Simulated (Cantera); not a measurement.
Cantera run:

```python
import numpy as np
import cantera as ct

gas_names = """
    C CN CO CO2 C2 CCN CNC C2N2 C2O C3 C3O2 C4 C4N2 C5 Fe FeC5O5 FeO N NCO NO NO2 NO3 N2 N2O O O2 O3
""".split()
cond_names = """
    C(gr) Fe(a) Fe(c) Fe(d) Fe(L) FeC5O5(L) FeO(s) FeO(L) Fe2O3(s) Fe3O4(s)
""".split()


# ... load() reads the species with a 1 bar reference pressure and builds the phases ...
atoms = {
    'Fe3O4': {'Fe': 3, 'O': 4},
    'CO': {'C': 1, 'O': 1},
    'N2': {'N': 2},
}
top_T = {'C(gr)': 4500, 'Fe2O3(s)': 1830, 'Fe3O4(s)': 1870}  # K; cautious upper limits of use, not melting points


# ... equilibrate(T, P, feed) seeds the gas with the atoms and calls Mixture.equilibrate('TP', solver="vcs", rtol=1e-11, max_steps=5000) ...
results = []
feed = {'Fe3O4': 1, 'CO': 15, 'N2': 0.5}  # mol
P = 100  # Pa
for T in [1000, 1050, 1100, 1150, 1200, 1250, 1300, 1350, 1400]:
    mix = equilibrate(T, P, feed)
    results.append((T, P, feed, dict(zip(mix.species_names, mix.species_moles))))
    x = sorted(zip(gas.X, gas.species_names), reverse=True)
    print(f"T = {T:g} K  P = {P:g} Pa  gas = {mix.phase_moles(0):.4g} mol")
    print("   x: " + "  ".join(f"{s} {v:.3e}" for v, s in x if v > 0.0001))
    print("   condensed (mol): " + ("  ".join(f"{mix.phase(i).name} {mix.phase_moles(i):.4g}"
          for i in range(1, mix.n_phases) if mix.phase_moles(i) > 1e-12) or "none"))
```

Output:

```
T = 1000 K  P = 100 Pa  gas = 15.5 mol
   x: CO 7.702e-01  CO2 1.975e-01  N2 3.226e-02
   condensed (mol): Fe(a) 2.062  FeO(s) 0.9381
T = 1050 K  P = 100 Pa  gas = 15.5 mol
   x: CO 7.823e-01  CO2 1.854e-01  N2 3.226e-02
   condensed (mol): Fe(a) 1.874  FeO(s) 1.126
T = 1100 K  P = 100 Pa  gas = 15.5 mol
   x: CO 7.912e-01  CO2 1.765e-01  N2 3.226e-02
   condensed (mol): Fe(a) 1.736  FeO(s) 1.264
T = 1150 K  P = 100 Pa  gas = 15.5 mol
   x: CO 7.987e-01  CO2 1.690e-01  N2 3.226e-02
   condensed (mol): Fe(a) 1.62  FeO(s) 1.38
T = 1200 K  P = 100 Pa  gas = 15.5 mol
   x: CO 8.052e-01  CO2 1.625e-01  N2 3.226e-02
   condensed (mol): Fe(c) 1.519  FeO(s) 1.481
T = 1250 K  P = 100 Pa  gas = 15.5 mol
   x: CO 8.109e-01  CO2 1.569e-01  N2 3.226e-02
   condensed (mol): Fe(c) 1.432  FeO(s) 1.568
T = 1300 K  P = 100 Pa  gas = 15.5 mol
   x: CO 8.160e-01  CO2 1.517e-01  N2 3.226e-02
   condensed (mol): Fe(c) 1.352  FeO(s) 1.648
T = 1350 K  P = 100 Pa  gas = 15.5 mol
   x: CO 8.208e-01  CO2 1.470e-01  N2 3.226e-02
   condensed (mol): Fe(c) 1.278  FeO(s) 1.722
T = 1400 K  P = 100 Pa  gas = 15.5 mol
   x: CO 8.251e-01  CO2 1.426e-01  N2 3.226e-02
   condensed (mol): Fe(c) 1.21  FeO(s) 1.79
```

These are equilibrium values from Cantera (NASA tables, ideal gas, pure condensed phases), not measurements of a reactor. Mutual solubility and eutectic melting of coexisting phases are not modelled. The tables' stoichiometric FeO is somewhat more stable than real wüstite, so its field is too wide. FeO: taken at fixed stoichiometry.
